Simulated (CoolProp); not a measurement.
Normal hydrogen at 298.15 K and 0.205 MPa flows at 14 m/s in a round tube of 2 mm bore and 45 µm roughness, fully developed (64/Re and Nu = 3.66 if laminar; Colebrook and Gnielinski if turbulent). Each further row changes one setting.

Values from CoolProp's reference Helmholtz-energy equation of state, Leachman 2009.

| case | Reynolds number | Darcy friction factor | pressure drop (Pa/m) | heat-transfer coefficient (W/(m² K)) | mass flow (kg/h) |
|---|---|---|---|---|---|
| as stated | 524 | 0.122 | 997 | 340 | 0.0264 |
| velocity 28 m/s | 1050 | 0.0611 | 1990 | 340 | 0.0527 |
| diameter 4 mm | 1050 | 0.0611 | 249 | 170 | 0.105 |

Viscosity comes from a separate model (Muzny 2013). Thermal conductivity comes from a separate model (Assael 2011).
